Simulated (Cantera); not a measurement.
Feed: 1 mol V, 0.86 mol N₂O, 1.9 mol H₂, held at 1000 Pa.

These are equilibrium values from Cantera (NASA tables, ideal gas, pure condensed phases), not measurements of a reactor. Candidate condensed phases: H₂O, V, VN, VO, V₂O₃, V₂O₄, V₂O₅; 28 gas species. Each liquid is taken as pure. Mutual solubility and eutectic melting of coexisting phases are not modelled. VO: taken at fixed stoichiometry. Condensed phases not in the tables: V₂N, N, O or C dissolved in the metal. Kinetics and transport are ignored.

log p: log10 of the partial pressure in bar; n: condensed amount in mol.

| T (°C) | log p H₂ | log p H | log p N₂ | log p VO | log p V | log p VO₂ | n V(s) | n VO(l) | n V(l) |
|---|---|---|---|---|---|---|---|---|---|
| 1852 | -2.18 | -3.53 | -2.51 | -4.97 | -4.87 | -6.03 | 0.137 | 0.855 | 0 |
| 1902 | -2.19 | -3.40 | -2.52 | -4.71 | -4.58 | -5.78 | 0.134 | 0.852 | 0 |
| 1952 | -2.19 | -3.29 | -2.52 | -4.46 | -4.32 | -5.53 | 0 | 0.847 | 0.129 |
| 2002 | -2.21 | -3.17 | -2.53 | -4.23 | -4.08 | -5.28 | 0 | 0.838 | 0.119 |
| 2052 | -2.22 | -3.07 | -2.54 | -4.01 | -3.84 | -5.05 | 0 | 0.824 | 0.102 |
| 2102 | -2.24 | -2.97 | -2.55 | -3.79 | -3.62 | -4.83 | 0 | 0.800 | 0.0731 |
| 2152 | -2.27 | -2.88 | -2.57 | -3.59 | -3.40 | -4.62 | 0 | 0.760 | 0.0244 |
| 2202 | -2.31 | -2.80 | -2.59 | -3.39 | -3.32 | -4.29 | 0 | ? | 0 |
| 2252 | -2.35 | -2.73 | -2.61 | -3.21 | -3.28 | -3.94 | 0 | ? | 0 |
| 2302 | -2.42 | -2.67 | -2.65 | -3.03 | -3.21 | -3.63 | 0 | ? | 0 |
| 2352 | -2.49 | -2.62 | -2.70 | -2.90 | -3.14 | -3.43 | 0 | 0 | 0 |
| 2402 | -2.53 | -2.55 | -2.71 | -2.92 | -3.15 | -3.44 | 0 | 0 | 0 |
| 2452 | -2.58 | -2.50 | -2.72 | -2.93 | -3.15 | -3.44 | 0 | 0 | 0 |

**Question.** Fill in the missing entries.

**Answer.** 
- 2202, n VO(l): 0.688
- 2252, n VO(l): 0.554
- 2302, n VO(l): 0.310
